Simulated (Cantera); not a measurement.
Feed: 1 mol CH4, 0.091 mol CO2, 0.023 mol H2O, equilibrated at 57.0 mbar.

Cantera equilibrium calculation (NASA polynomials, part measured and part estimated; ideal gas, pure solids and liquids). Candidate condensed phases: C, C6H6, C7H8, C8H18, H2O; 131 gas species. Ions and electrons are included (thermal ionisation). Kinetics and transport are ignored. All values below are at 3250 K.

Base state: H 0.627, H2 0.217, CO 0.0568, C3 0.0472, C2H2 (acetylene) 0.0216, C2H 0.0149, C 0.00722, C2 0.00556 (mole fractions); condensed: gas only.

### Question
What changes in the equilibrium state with this change: CO2 from 0.091 to 0.025 mol?

### Answer
```tsv
species	before	after
H	0.627	0.641
H2	0.217	0.227
C3	0.0472	0.0526
CO	0.0568	0.0210
C2H2 (acetylene)	0.0216	0.0243
C2H	0.0149	0.0164
C6H2	3.98e-5	5.19e-5
C4H2	0.000898	0.00109
C5	0.00143	0.00171
C4	0.000280	0.000324
C2H2 (vinylidene)	0.000116	0.000130
```
